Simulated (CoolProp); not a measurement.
Properties of carbon dioxide along the isotherm 221.6 K (Tc = 304.1 K, pc = 73.77 bar, ω = 0.224).

The numbers come from the reference Helmholtz-energy equation of state, Span 1996 in CoolProp.

```csv
p (bar),phase,Z,isothermal compressibility (1/MPa),viscosity (µPa s),conductivity (mW/(m K))
9.22,liquid,0.01897,0.001972,234,171
18.4,liquid,0.03779,0.001937,235,172
27.7,liquid,0.05679,0.001903,237,173
36.9,liquid,0.07552,0.001870,239,173
46.1,liquid,0.09419,0.001839,241,174
55.3,liquid,0.1128,0.001809,243,175
64.6,liquid,0.1315,0.001779,245,176
73.8,liquid,0.1500,0.001751,247,176
83,liquid,0.1685,0.001724,248,177
92.2,liquid,0.1868,0.001697,250,178
101,liquid,0.2044,0.001673,252,179
111,liquid,0.2242,0.001646,254,179
```

Viscosity comes from a separate model (Laesecke 2017). Thermal conductivity comes from a separate model (Huber 2016).
